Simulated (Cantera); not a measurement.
Premixed flame

A freely propagating, adiabatic, planar premixed flame of 8.90 % CH4, 19.1 % O2, 72.0 % N2, equivalence ratio 0.93, unburnt at 675 K and 720000 Pa; mixture-averaged transport, grid criteria slope 0.08 and curve 0.16, no radiation.

Cantera simulation using GRI-Mech 3.0 (53 species, 325 reactions); the numbers are that mechanism's predictions, not measurements. Burning velocities carry a grid error of a few per cent, more on coarse grids.

```tsv
z (mm)	T (K)	u (m/s)	x CH4	x O2	x NO	x C2H2	x CO	x N2O
-0.219	676	0.792	0.0888	0.191	<1e-8	1.22e-8	1.06e-5	<1e-8
-0.146	681	0.800	0.0882	0.190	2.15e-8	1.88e-7	0.000123	<1e-8
-0.109	697	0.820	0.0869	0.189	8.45e-8	8.31e-7	0.000459	<1e-8
-0.0729	775	0.916	0.0812	0.182	5.11e-7	5.49e-6	0.00235	<1e-8
-0.0364	1156	1.38	0.0558	0.147	4.54e-6	4.39e-5	0.0136	8.30e-8
-0.0182	1548	1.86	0.0299	0.107	1.08e-5	0.000108	0.0270	2.04e-7
0	1940	2.34	0.00618	0.0612	2.11e-5	0.000162	0.0387	4.05e-7
0.0182	2118	2.55	0.000287	0.0365	3.41e-5	1.80e-5	0.0334	6.54e-7
0.0364	2193	2.62	7.01e-6	0.0285	4.38e-5	3.75e-7	0.0245	8.16e-7
0.0729	2278	2.71	<1e-8	0.0233	5.73e-5	<1e-8	0.0163	8.89e-7
0.146	2354	2.79	<1e-8	0.0197	7.77e-5	<1e-8	0.0110	8.63e-7
0.292	2401	2.84	<1e-8	0.0174	0.000109	<1e-8	0.00763	7.71e-7
0.583	2418	2.85	<1e-8	0.0165	0.000160	<1e-8	0.00624	7.14e-7
```
x: mole fraction of selected species; z is measured from the peak of heat release.

The laminar burning velocity comes out as 79.1 cm/s, the thermal thickness is 0.0729 mm and the peak x(C2H2) is 0.000173. The peak x(CO) is 0.0390. The grid points is 136.
